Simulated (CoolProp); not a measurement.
Vapour-liquid equilibrium of ethane (1) + propane (2) at 0.226 MPa; x and y are mole fractions of (1).

Model: multi-fluid Helmholtz-energy mixture model, Bücker 2006 and Lemmon 2009; pair parameters Kunz 2012, in CoolProp.

**Question.** Give the bubble temperature and the first vapour's composition at x = 0.2, 0.425, 0.725. Is there an azeotrope?

**Answer.** x = 0.2: 232.6 K, y = 0.597; x = 0.425: 219.5 K, y = 0.837; x = 0.725: 208.1 K, y = 0.958. No azeotrope shows between x = 0.05 and 0.95.

The pair parameters rest on a limited set of measurements; away from them the model extrapolates.
